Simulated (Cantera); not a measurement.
Charge: 1 mol CH3OH, 0.41 mol H2O, 26 mol N2, held at 1598 K and 2800000 Pa.

These are equilibrium values from Cantera (NASA tables, ideal gas, pure condensed phases), not measurements of a reactor. Candidate condensed phases: C, C6H6, C7H8, C8H18, H2O; 136 gas species. Equilibrium is a limit: real reactors are often held back by kinetics, nucleation or transport.

Base state: N2 0.884, H2 0.0698, CO 0.0321, H2O 0.0121, CO2 0.00186, NH3 2.28e-5 (mole fractions); condensed: gas only.

Q: What changes in the equilibrium state with this change: H2O from 0.41 to 2.7 mol?

A: 
```csv
species,before,after
N2,0.884,0.820
H2O,0.0121,0.0768
H2,0.0698,0.0714
CO,0.0321,0.0232
CO2,0.00186,0.00834
NH3,2.28e-5,2.27e-5
```
